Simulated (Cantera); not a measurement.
Equilibrium for carbothermic reduction: Ta2O5 + CO + H2

A closed system holds: 1 mol Ta2O5, 3.4 mol CO, 13 mol H2, at 1.00 bar.

Cantera equilibrium calculation (NASA polynomials, part measured and part estimated; ideal gas, pure solids and liquids). Candidate condensed phases: C, C6H6, C7H8, C8H18, H2O, Ta, TaC, Ta2O5; 113 gas species. Mutual solubility and eutectic melting of coexisting phases are not modelled. TaC: taken at fixed stoichiometry. Condensed phases not in the tables: Ta2C, N, O or C dissolved in the metal. Kinetics and transport are ignored.

| T (°C) | x H2 | x CO | x H | x H2O | x TaO2 | x CO2 | x CH4 | n TaC(s) | n Ta2O5(s) | n Ta2O5(l) | n Ta(s) |
|---|---|---|---|---|---|---|---|---|---|---|---|
| 1250 | 0.790 | 0.206 | 2.05e-5 | 0.00280 | 3.05e-12 | 0.000272 | 0.000122 | 0.0138 | 0.993 | 0 | 0 |
| 1400 | 0.790 | 0.206 | 0.000101 | 0.00341 | 3.04e-10 | 0.000269 | 2.03e-5 | 0.0171 | 0.991 | 0 | 0 |
| 1550 | 0.789 | 0.206 | 0.000385 | 0.00400 | 1.39e-8 | 0.000267 | 4.60e-6 | 0.0200 | 0.990 | 0 | 0 |
| 1700 | 0.788 | 0.206 | 0.00120 | 0.00456 | 3.46e-7 | 0.000266 | 1.32e-6 | 0.0226 | 0.989 | 0 | 0 |
| 1850 | 0.786 | 0.206 | 0.00318 | 0.00493 | 4.89e-6 | 0.000257 | 4.69e-7 | 0.0243 | 0 | 0.988 | 0 |
| 2000 | 0.782 | 0.205 | 0.00743 | 0.00503 | 4.25e-5 | 0.000239 | 2.00e-7 | 0.0246 | 0 | 0.987 | 0 |
| 2150 | 0.773 | 0.205 | 0.0156 | 0.00510 | 0.000275 | 0.000227 | 9.41e-8 | 0 | 0 | 0.980 | 0.0338 |
x: gas mole fraction; n: condensed amount in mol.

From 1250 °C to 1700 °C the condensed part is TaC(s) + Ta2O5(s). From 1850 °C to 2000 °C the condensed part is TaC(s) + Ta2O5(l). At 2150 °C the condensed part is Ta(s) + Ta2O5(l).
